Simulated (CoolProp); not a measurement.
A single-stage vapour-compression cycle with the fluid: evaporating at 202.15 K (dew point), condensing at 272.15 K (bubble point), superheat 10 K, subcooling 0 K, compressor efficiency 0.65, no pressure losses. The same conditions are run with several fluids, on thermodynamics alone (safety and materials aside).

Model: reference Helmholtz-energy equation of state of each fluid (fluoroethane (R161): Wu 2012; nitrous oxide: Lemmon 2006; ethylene: Smukala 2000; carbonyl sulfide: Lemmon 2006; R13: Platzer 1990), in CoolProp. The equations of Platzer and Polt are older, rougher fits.

**Question.** Rank fluoroethane (R161), nitrous oxide, ethylene, carbonyl sulfide, R13 by cooling COP, highest first.

**Answer.** fluoroethane (R161) (1.40), carbonyl sulfide (1.37), nitrous oxide (1.19), R13 (1.14), ethylene (0.985)

| fluid | pressure ratio | discharge temperature (K) | refrigerating effect (kJ/kg) | volumetric capacity (kJ/m³) |
|---|---|---|---|---|
| fluoroethane (R161) | 26.1 | 401.9 | 330 | 146 |
| nitrous oxide | 11.7 | 436.3 | 229 | 1550 |
| ethylene | 8.06 | 378.5 | 224 | 1940 |
| carbonyl sulfide | 18.3 | 464.8 | 244 | 289 |
| R13 | 11.2 | 338.4 | 77.8 | 830 |
